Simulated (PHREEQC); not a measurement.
Solution (20 °C): 11 mmol/kgw HF and 18 mmol/kgw NH4F. Closed to the air; pH follows from the charge balance.

Equilibrium calculation in PHREEQC: ion-association model, phreeqc.dat.

```json
[
 {"quantity": "pH", "before": "3.33", "after": "3.16"},
 {"quantity": "ionic strength (mol/kgw)", "before": "0.0185", "after": "0.0188"},
 {"quantity": "F- (mol/kgw)", "before": "0.0179", "after": "0.0178"}
]
```

Q: Name the change that produced these shifts.
(A) HF from 0.011 to 0.0165 mol/kgw
(B) NH4F left out
(C) 0.00069 mol/kgw LiOH added
(D) 0.014 mol/kgw CO2 added
(E) diluted 5-fold with water

A: A, HF from 0.011 to 0.0165 mol/kgw

No solid was allowed to form.
